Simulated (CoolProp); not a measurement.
Octamethyltrisiloxane (MDM) at 470.7 K and 0.219 MPa is throttled through a valve to 0.00694 MPa with no heat exchange. Each further row changes one setting.

The numbers come from the reference Helmholtz-energy equation of state, Thol 2017 in CoolProp.

| case | temperature change (K) | final density (kg/m³) |
|---|---|---|
| as stated | -3.8 | 0.424 |
| outlet pressure 0.00208 MPa | -3.8 | 0.127 |
| outlet pressure 0.00902 MPa | -3.7 | 0.552 |
